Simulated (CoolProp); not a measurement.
The numbers come from the reference Helmholtz-energy equation of state, Lemmon 2006 in CoolProp. It is a short technical equation, of lower accuracy than the large ones.

### Question
For carbon monoxide, give the phase and the cv (kJ/(kg K)), speed of sound (m/s), Joule-Thomson coefficient (K/MPa) at 252.3 K and 1750 kPa; 252.3 K and 3500 kPa; 252.3 K and 3940 kPa.

### Answer
- 252.3 K and 1750 kPa: gas; cv 0.749, speed of sound 325, Joule-Thomson coefficient 3.31
- 252.3 K and 3500 kPa: supercritical; cv 0.756, speed of sound 327, Joule-Thomson coefficient 3.08
- 252.3 K and 3940 kPa: supercritical; cv 0.757, speed of sound 328, Joule-Thomson coefficient 3.02
